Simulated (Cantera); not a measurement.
A freely propagating, adiabatic, planar premixed flame of 51.9 % H₂, 13.0 % O₂, 35.1 % N₂, equivalence ratio 2.0, unburnt at 550 K and 0.444 atm; mixture-averaged transport, grid criteria slope 0.08 and curve 0.16, no radiation.

Computed with Cantera and the H2/O2 subset of GRI-Mech 3.0, which has no nitrogen chemistry. Burning velocities carry a grid error of a few per cent, more on coarse grids.

x: mole fraction of selected species; z is measured from the peak of heat release.

| z (mm) | T (K) | u (m/s) | x H₂ | x O₂ | x HO₂ | x OH | x O | x H₂O₂ |
|---|---|---|---|---|---|---|---|---|
| -3.50 | 550 | 8.67 | 0.519 | 0.130 | <1e-8 | <1e-8 | <1e-8 | <1e-8 |
| -2.33 | 550 | 8.67 | 0.519 | 0.130 | <1e-8 | <1e-8 | <1e-8 | <1e-8 |
| -1.75 | 550 | 8.67 | 0.519 | 0.130 | <1e-8 | <1e-8 | <1e-8 | <1e-8 |
| -1.17 | 550 | 8.67 | 0.519 | 0.130 | (withheld) | <1e-8 | <1e-8 | <1e-8 |
| -0.583 | 566 | 8.89 | 0.517 | 0.130 | (withheld) | 6.44e-5 | 1.09e-5 | 1.98e-6 |
| -0.291 | 769 | 11.8 | 0.485 | 0.125 | (withheld) | 0.000560 | 0.000325 | 4.72e-6 |
| 0 | 1206 | 18.0 | 0.344 | 0.0752 | (withheld) | 0.00290 | 0.00496 | 1.07e-6 |
| 0.291 | 1486 | 22.0 | 0.233 | 0.0124 | (withheld) | 0.00531 | 0.00455 | 6.60e-7 |
| 0.583 | 1595 | 23.5 | 0.222 | 0.00266 | (withheld) | 0.00603 | 0.00311 | 4.69e-7 |
| 1.17 | 1714 | 25.1 | 0.230 | 0.00143 | (withheld) | 0.00700 | 0.00273 | 3.28e-7 |
| 2.33 | 1847 | 26.7 | 0.242 | 0.00112 | (withheld) | 0.00770 | 0.00228 | 1.96e-7 |
| 4.66 | 1989 | 28.4 | 0.254 | 0.000787 | (withheld) | 0.00783 | 0.00167 | 1.05e-7 |
| 9.32 | 2123 | 30.0 | 0.265 | 0.000481 | (withheld) | 0.00720 | 0.00106 | 5.59e-8 |

### Question
Complete the blanks.

### Answer

- -1.17, x HO₂: 4.00e-7
- -0.583, x HO₂: 0.000161
- -0.291, x HO₂: 9.78e-5
- 0, x HO₂: 3.69e-5
- 0.291, x HO₂: 6.06e-6
- 0.583, x HO₂: 1.24e-6
- 1.17, x HO₂: 6.23e-7
- 2.33, x HO₂: 4.60e-7
- 4.66, x HO₂: 3.19e-7
- 9.32, x HO₂: 2.10e-7
